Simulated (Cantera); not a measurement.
An adiabatic, constant-pressure homogeneous reactor starts with 3.25 % CH4, 20.3 % O2, 76.4 % N2, equivalence ratio 0.32, at 1525 K and 0.900 bar.

Model: GRI-Mech 3.0 (53 species, 325 reactions), integrated in Cantera.

**Question.** Predict: time of steepest temperature rise; temperature at 4.00 s; equilibrium temperature; x(O2) at 4.00 s; x(HO2) at 4.00 s; x(N2O) at 4.00 s.

**Answer.** 
```json
{
 "time_of_steepest_temperature_rise": "0.745 ms",
 "temperature at 4.00 s": "2173 K",
 "equilibrium_temperature": "2173 K",
 "x(O2) at 4.00 s": "0.132 (gas-phase equilibrium 0.132)",
 "x(HO2) at 4.00 s": "2.95e-6 (gas-phase equilibrium 2.95e-6)",
 "x(N2O) at 4.00 s": "4.81e-7 (gas-phase equilibrium 4.81e-7)"
}
```
